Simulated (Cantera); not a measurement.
Input: 1 mol Ni, 5.8 mol NH₃, 62 mol H₂, at 1 atm.

Equilibrium computed with Cantera from the NASA thermochemical tables; the gas is ideal and each condensed phase is pure. Candidate condensed phases: Ni; 10 gas species. Kinetics and transport are ignored. All values below are at 1273 K.

Base state: H₂ 0.961, N₂ 0.0394, NH₃ 2.62e-5 (mole fractions); condensed: Ni(s).

What changes in the equilibrium state with this change: Ni replaced by Si?


```csv
species,before,after
H₂,0.961,0.969
N₂,0.0394,0.0306
NH₃,2.62e-5,2.34e-5
"Ni(s), mol",1.00,0
"Si₃N₄(s), mol",0,0.333
```
Further candidate phases: Si, Si₃N₄.
